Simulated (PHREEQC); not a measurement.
Solution (20 °C): 1.8 mmol/kgw Pb(NO3)2, 0.15 mmol/kgw NaHCO3 and 0.33 mmol/kgw Na2SO4. Closed to the air; pH follows from the charge balance.

Equilibrium calculation in PHREEQC: ion-association model, phreeqc.dat.

Question: The ionic strength comes out as 0.00580 mol/kgw. What activity coefficients do PbOH+, HCO3-, PbNO3+, Na+, SO4-2 get?

Answer: PbOH+ 0.92, HCO3- 0.92, PbNO3+ 0.92, Na+ 0.92, SO4-2 0.73.

Precipitation was switched off in this run. The solution is supersaturated, for example in Cerussite, Anglesite, so a real one may precipitate; this is no full list.
